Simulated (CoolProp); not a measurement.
R152A along the isobar 101 kPa: density (kg/m³) from the reference equation and from simpler models built on Tc = 113.3 °C, pc = 4517 kPa, ω = 0.275; each cubic takes its own stable root.

Model: reference Helmholtz-energy equation of state, Outcalt 1996, in CoolProp. It is a modified Benedict-Webb-Rubin equation, recast in Helmholtz form.

```
T (°C)   phase  reference  Soave-Redlich-Kwong  Peng-Robinson
------  ------  ---------  -------------------  -------------
-83.65  liquid       1128                929.6           1045
-71.45  liquid       1105                914.2           1029
-59.15  liquid       1082                897.5           1011
-46.85  liquid       1058                879.5          992.0
-34.65  liquid       1033                860.3          971.4
-22.35     gas      3.338                3.295          3.299
-10.05     gas      3.158                3.129          3.133
2.25       gas      3.000                2.979          2.983
```
